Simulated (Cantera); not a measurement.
Feed: 1 mol B2O3, 0.35 mol NH3, 0.14 mol N2, at 7.00 mbar.

These are equilibrium values from Cantera (NASA tables, ideal gas, pure condensed phases), not measurements of a reactor. Candidate condensed phases: B, BN, B2O3, B3O3H3, H2O; 39 gas species. Mutual solubility and eutectic melting of coexisting phases are not modelled. Equilibrium is a limit: real reactors are often held back by kinetics, nucleation or transport. All values below are at 1500 K.

Base state: H2 0.614, N2 0.371, HBO2 0.00743, HBO 0.00379, B2O3 0.00310, H2O 0.000657, B2O2 0.000174, H 0.000165 (mole fractions); condensed: BN(s) + B2O3(l).

Q: What changes in the equilibrium state with this change: pressure from 7.00 mbar to 17.0 Pa?

A: 
```csv
species,before,after
H2,0.614,0.487
N2,0.371,0.312
B2O3,0.00310,0.128
HBO,0.00379,0.0231
HBO2,0.00743,0.0398
B2O2,0.000174,0.00819
BO,2.65e-5,0.00117
"BN(s), mol",0.00129,0
"B2O3(l), mol",0.992,0.830
```
